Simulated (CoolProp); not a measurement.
Vapour-liquid equilibrium of ethylene (1) + isobutane (2) at 248.5 K; x and y are mole fractions of (1).

Values from CoolProp's multi-fluid Helmholtz-energy mixture model, Smukala 2000 and Bücker 2006; pair parameters Bell 2016.

Task: Give the bubble pressure and the first vapour's composition at x = 0.05, 0.65, 0.95. Is there an azeotrope?

Result: x = 0.05: 0.1374 MPa, y = 0.577; x = 0.65: 1.320 MPa, y = 0.975; x = 0.95: 2.085 MPa, y = 0.996. No azeotrope shows between x = 0.05 and 0.95.

The pair parameters rest on a limited set of measurements; away from them the model extrapolates.
